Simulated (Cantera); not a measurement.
Feed: 1 mol Si2H6, 0.11 mol O2, 7.6 mol H2, equilibrated at 1250 °C and 0.750 Torr.

Cantera equilibrium calculation (NASA polynomials, part measured and part estimated; ideal gas, pure solids and liquids). Candidate condensed phases: H2O, Si, SiO2; 18 gas species. The feed counts by its element totals alone. Kinetics and transport are ignored.

Base state: H2 0.979, SiO 0.0203, H 0.000723, Si 1.80e-5 (mole fractions); condensed: Si(s).

Task: What changes in the equilibrium state with this change: 0.4 mol CO2 added?

Result: 
```csv
species,before,after
H2,0.979,0.912
SiO,0.0203,0.0852
CO,0,0.00251
H,0.000723,0.000698
Si,1.80e-5,1.80e-5
"Si(s), mol",1.78,0.638
"SiC(s), mol",0,0.371
```
Mutual solubility and eutectic melting of coexisting phases are not modelled. Further candidate phases: C, C6H6, C7H8, C8H18, SiC.
